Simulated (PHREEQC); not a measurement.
Model water analysis in mg/L, 40 °C, pH 6.49, pe 12.6:

```json
[
 {"constituent": "Na", "mg/L": "0.0329"},
 {"constituent": "K", "mg/L": "0.00162"},
 {"constituent": "Ca", "mg/L": "0.0171"},
 {"constituent": "Mg", "mg/L": "0.0232"},
 {"constituent": "Cl", "mg/L": "0.0657"},
 {"constituent": "S(6) as SO4", "mg/L": "0.029"},
 {"constituent": "Alkalinity as HCO3", "mg/L": "0.114"},
 {"constituent": "Cu(2)", "mg/L": "0.000434"},
 {"constituent": "Zn", "mg/L": "3.63e-05"},
 {"constituent": "Si as SiO2", "mg/L": "0.00112"}
]
```

Valence states are taken as typed.

Computed with PHREEQC (ion-association model, phreeqc.dat).

| quantity | before | after |
|---|---|---|
| HCO3- (mol/kgw) | 2.10e-6 | 3.96e-6 |
| CO2 (mol/kgw) | 1.34e-6 | 2.53e-6 |
| CO3-2 (mol/kgw) | 3.93e-10 | 7.45e-10 |
| SI of Quartz (SiO2) | -3.96 | -3.66 |

### Question
What was changed between the two runs?
A. all concentrations times 2 at the same typed pH
B. Alkalinity from 0.114 to 0.057 mg/L
C. temperature from 40 to 5 °C at the same typed pH

### Answer
A, all concentrations times 2 at the same typed pH

This is a speciation only: nothing precipitates in the calculation. Away from 25 °C the constants follow the database's enthalpies or fits; those with neither stay at their 25 °C values. The database's constant for dissolved Cu(OH)2 is higher than later reviews accept.
